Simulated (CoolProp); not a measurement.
Values from CoolProp's reference Helmholtz-energy equation of state, Thol 2012.

### Question
For benzene, give the phase and the density (kg/m³), cv (kJ/(kg K)), conductivity (mW/(m K)), Prandtl number at 159.25 °C and 5.79 MPa; 238.55 °C and 5.79 MPa.

### Answer
- 159.25 °C and 5.79 MPa: liquid; density 729, cv 1.60, conductivity 104, Prandtl number 3.60
- 238.55 °C and 5.79 MPa: liquid; density 612, cv 1.83, conductivity 82.6, Prandtl number 2.95

Viscosity comes from a separate model (Avgeri 2014). Thermal conductivity comes from a separate model (Assael 2012).
